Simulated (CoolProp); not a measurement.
Hydrogen chloride along the isotherm 358.4 K: Z from the reference equation and from simpler models built on Tc = 324.7 K, pc = 8.314 MPa, ω = 0.130; each cubic takes its own stable root.

The numbers come from the reference Helmholtz-energy equation of state, Thol 2018 in CoolProp.

```
p (MPa)          phase  reference
-------  -------------  ---------
9.24     supercritical     0.6445
18.5     supercritical     0.3740
27.7     supercritical     0.4614
36.9     supercritical     0.5648
46.2     supercritical     0.6693
55.4     supercritical     0.7711
64.7     supercritical     0.8721
73.9     supercritical     0.9702
83.1     supercritical      1.067
```

Question: How far does each simpler model (van der Waals, Redlich-Kwong, Soave-Redlich-Kwong, Peng-Robinson) lie from the reference over these 9 states: mean and median of the absolute difference, and the worst?

Answer: 
- van der Waals: mean 36.0 %, median 41.6 %, worst +44.1 % at 358.4 K and 83.1 MPa
- Redlich-Kwong: mean 13.6 %, median 14.1 %, worst +19.3 % at 358.4 K and 18.5 MPa
- Soave-Redlich-Kwong: mean 15.5 %, median 15.2 %, worst +24.1 % at 358.4 K and 18.5 MPa
- Peng-Robinson: mean 5.5 %, median 4.1 %, worst +14.3 % at 358.4 K and 18.5 MPa
